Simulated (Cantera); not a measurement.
A closed system holds: 1 mol SiC, 0.025 mol H2O, 47 mol H2, held at 1198.15 K and 0.300 Pa.

Equilibrium computed with Cantera from the NASA thermochemical tables; the gas is ideal and each condensed phase is pure. Candidate condensed phases: C, C6H6, C7H8, C8H18, H2O, Si, SiC, SiO2; 123 gas species. Rates play no part.

Base state: H2 0.999, CO 0.000266, SiO 0.000266, H 0.000110 (mole fractions); condensed: SiC(s).

**Question.** What changes in the equilibrium state with this change: temperature from 1198.15 K to 2025 K?

**Answer.** 
```json
[
 {"species": "H", "before": "0.000110", "after": "0.647"},
 {"species": "H2", "before": "0.999", "after": "0.339"},
 {"species": "Si", "before": "3.60e-8", "after": "0.0134"},
 {"species": "SiC2", "before": "<1e-9", "after": "0.000624"},
 {"species": "C2H2 (acetylene)", "before": "<1e-9", "after": "0.000306"},
 {"species": "C", "before": "<1e-9", "after": "1.73e-5"},
 {"species": "SiC(s), mol", "before": "0.987", "after": "0"},
 {"species": "C(graphite), mol", "before": "0", "after": "0.836"}
]
```

**Question.** What changes in the equilibrium state with this change: H2O from 0.025 to 1.2 mol?

**Answer.** 
```tsv
species	before	after
H2	0.999	0.976
CO	0.000266	0.0121
SiO	0.000266	0.0121
H	0.000110	0.000109
SiC(s), mol	0.987	0.400
```

**Question.** What changes in the equilibrium state with this change: temperature from 1198.15 K to 1025 K?

**Answer.** 
| species | before | after |
|---|---|---|
| H2 | 0.999 | 1.000 |
| CO | 0.000266 | 0.000205 |
| SiO | 0.000266 | 8.35e-5 |
| H | 0.000110 | 2.51e-6 |
| SiC(s), mol | 0.987 | 0.990 |
| SiO2(β-quartz), mol | 0 | 0.00571 |
Mutual solubility and eutectic melting of coexisting phases are not modelled.
